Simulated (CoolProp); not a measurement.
Vapour pressure (MPa) of R245fa: the reference equation beside estimates from Tc = 427.0 K, pc = 3.651 MPa, ω = 0.378.

Values from CoolProp's reference Helmholtz-energy equation of state, Akasaka 2015.

| T (K) | reference | Redlich-Kwong | Soave-Redlich-Kwong |
|---|---|---|---|
| 266.1 | 0.03824 | 0.1101 | 0.03810 |
| 270.3 | 0.04671 | 0.1284 | 0.04657 |
| 274.6 | 0.05689 | 0.1494 | 0.05674 |
| 278.8 | 0.06848 | 0.1723 | 0.06835 |
| 283 | 0.08190 | 0.1977 | 0.08179 |
| 287.2 | 0.09734 | 0.2258 | 0.09726 |
| 291.5 | 0.1154 | 0.2574 | 0.1154 |
| 295.7 | 0.1356 | 0.2913 | 0.1357 |
| 299.9 | 0.1584 | 0.3283 | 0.1586 |
| 304.2 | 0.1848 | 0.3696 | 0.1851 |
| 308.4 | 0.2138 | 0.4134 | 0.2143 |
| 312.6 | 0.2461 | 0.4608 | 0.2469 |
| 316.9 | 0.2831 | 0.5131 | 0.2842 |

Absolute difference from the reference over all 13 rows, mean and median: Redlich-Kwong 127.5 and 123.1 %, Soave-Redlich-Kwong 0.2 and 0.2 %.
